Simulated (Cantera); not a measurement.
What does this Cantera script print?

```python
import numpy as np
import cantera as ct

gas = ct.Solution("gri30.yaml", transport_model="multicomponent")
show = ['CH3', 'OH', 'N2']

rows = []
print(f"{'T/K':>7s}{'rho':>11s}{'cp':>10s}{'mu':>11s}{'lambda':>11s}{'Pr':>7s}" + "".join(f"{'D_' + s:>11s}" for s in show))
for T in [400, 500, 600, 700, 800, 900, 1000, 1100, 1200]:
    gas.TPX = T, 1000000, {'CO': 0.49}
    Pr = gas.cp_mass * gas.viscosity / gas.thermal_conductivity
    D = [gas.mix_diff_coeffs_mole[gas.species_index(s)] for s in show]
    rows.append([gas.density, gas.cp_mass, gas.viscosity, gas.thermal_conductivity, Pr, *D])
    print(f"{T:7g}{gas.density:11.4e}{gas.cp_mass:10.1f}{gas.viscosity:11.4e}"
          f"{gas.thermal_conductivity:11.4e}{Pr:7.3f}" + "".join(f"{d:11.4e}" for d in D))
print("SI units: kg/m3, J/kg/K, Pa s, W/m/K, m2/s")
```

It prints:

```
    T/K        rho        cp         mu     lambda     Pr      D_CH3       D_OH       D_N2
    400 8.4221e+00    1048.7 2.1957e-05 3.1878e-02  0.722 3.7655e-06 5.2529e-06 3.4609e-06
    500 6.7377e+00    1064.3 2.5680e-05 3.7968e-02  0.720 5.5475e-06 7.6853e-06 5.0740e-06
    600 5.6147e+00    1085.9 2.9084e-05 4.3969e-02  0.718 7.5819e-06 1.0458e-05 6.9136e-06
    700 4.8126e+00    1111.5 3.2254e-05 4.9979e-02  0.717 9.8517e-06 1.3550e-05 8.9648e-06
    800 4.2110e+00    1138.7 3.5241e-05 5.5990e-02  0.717 1.2344e-05 1.6942e-05 1.1216e-05
    900 3.7431e+00    1164.1 3.8082e-05 6.1896e-02  0.716 1.5047e-05 2.0622e-05 1.3658e-05
   1000 3.3688e+00    1184.0 4.0802e-05 6.7494e-02  0.716 1.7953e-05 2.4578e-05 1.6283e-05
   1100 3.0626e+00    1202.7 4.3419e-05 7.3000e-02  0.715 2.1054e-05 2.8800e-05 1.9084e-05
   1200 2.8074e+00    1219.2 4.5947e-05 7.8346e-02  0.715 2.4344e-05 3.3279e-05 2.2056e-05
SI units: kg/m3, J/kg/K, Pa s, W/m/K, m2/s
```

Cantera simulation using GRI-Mech 3.0 (53 species, 325 reactions); the numbers are that mechanism's predictions, not measurements.
